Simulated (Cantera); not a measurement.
Feed: 1 mol Al, 9.9 mol HCl, 140 mol N2, at 4.90 mbar.

These are equilibrium values from Cantera (NASA tables, ideal gas, pure condensed phases), not measurements of a reactor. Candidate condensed phases: Al, AlCl3, AlN, NH4Cl; 20 gas species. The tables' values for AlCl2 are old estimates; treat these amounts as uncertain. The numbers say what is thermodynamically allowed, not how fast it happens.

x: gas mole fraction; nothing condenses.

| T (°C) | x N2 | x HCl | x Cl | x H2 | x H |
|---|---|---|---|---|---|
| 1177 | 0.937 | 0.0465 | 5.16e-5 | 0.00985 | ___ |
| 1252 | 0.937 | 0.0471 | 0.000131 | 0.00955 | ___ |
| 1327 | 0.936 | 0.0482 | 0.000313 | 0.00895 | ___ |
| 1402 | 0.935 | 0.0497 | 0.000713 | 0.00813 | ___ |
| 1477 | 0.933 | 0.0510 | 0.00153 | 0.00735 | ___ |
| 1552 | 0.931 | 0.0516 | 0.00298 | 0.00688 | ___ |
| 1627 | 0.929 | 0.0509 | 0.00524 | 0.00692 | ___ |
| 1702 | 0.927 | 0.0489 | 0.00827 | 0.00746 | ___ |
| 1777 | 0.924 | 0.0457 | 0.0120 | 0.00833 | ___ |
| 1852 | 0.921 | 0.0416 | 0.0164 | 0.00929 | ___ |
| 1927 | 0.917 | 0.0366 | 0.0214 | 0.0101 | ___ |

Task: Some entries are withheld; supply them.

Result: 
- 1177, x H: 1.34e-5
- 1252, x H: 3.30e-5
- 1327, x H: 7.35e-5
- 1402, x H: 0.000150
- 1477, x H: 0.000285
- 1552, x H: 0.000522
- 1627, x H: 0.000943
- 1702, x H: 0.00169
- 1777, x H: 0.00296
- 1852, x H: 0.00500
- 1927, x H: 0.00808
